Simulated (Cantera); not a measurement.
Cantera run:

```python
import numpy as np
import cantera as ct

gas_names = [...]  # 123 gases of nasa_gas.yaml made of C, H, O, Si
cond_names = """
    C(gr) C6H6(L) C7H8(L) C8H18(L),n-octa H2O(s) H2O(L) Si(cr) Si(L) SiC(b) SiO2(Lqz) SiO2(hqz) SiO2(L)
""".split()


# ... load() reads the species with a 1 bar reference pressure and builds the phases ...
atoms = {
    'SiC': {'Si': 1, 'C': 1},
    'O2': {'O': 2},
    'H2': {'H': 2},
    'CO2': {'C': 1, 'O': 2},
}
top_T = {'C(gr)': 4500, 'SiC(b)': 3050}  # K; cautious upper limits of use, not melting points


# ... equilibrate(T, P, feed) seeds the gas with the atoms and calls Mixture.equilibrate('TP', solver="vcs", rtol=1e-11, max_steps=5000) ...
results = []
feed = {'SiC': 1, 'O2': 1, 'H2': 530, 'CO2': 1.4}  # mol
T = 1650  # K
P = 0.47  # Pa
mix = equilibrate(T, P, feed)
results.append((T, P, feed, dict(zip(mix.species_names, mix.species_moles))))
print(gas.report(threshold=0.001))
for i in range(1, mix.n_phases):
    print(f"{mix.phase(i).name:16s} {mix.phase_moles(i):12.5e} mol")
```

Result:

```
       temperature   1650 K
          pressure   0.47 Pa
           density   7.5637e-08 kg/m^3
  mean mol. weight   2.2078 kg/kmol
   phase of matter   gas

                          1 kg             1 kmol
                     ---------------   ---------------
          enthalpy        2.1908e+07        4.8369e+07  J
   internal energy        1.5694e+07         3.465e+07  J
           entropy        1.2922e+05        2.8528e+05  J/K
    Gibbs function        -1.913e+08       -4.2234e+08  J
 heat capacity c_p             14724             32507  J/K
 heat capacity c_v             10958             24193  J/K

                      mass frac. Y      mole frac. X     chem. pot. / RT
                     ---------------   ---------------   ---------------
                CO          0.055871         0.0044038           -52.815
                 H          0.018651           0.04085           -15.602
                H2           0.86779           0.95034           -31.204
               H2O          0.020907         0.0025622           -62.521
               SiO           0.03667         0.0018365           -54.867
     [ +118 minor]        0.00011352        8.8559e-06

C(gr)             0.00000e+00 mol
Si(cr)            0.00000e+00 mol
SiC(b)            0.00000e+00 mol
SiO2(hqz)         0.00000e+00 mol
```

These are equilibrium values from Cantera (NASA tables, ideal gas, pure condensed phases), not measurements of a reactor.
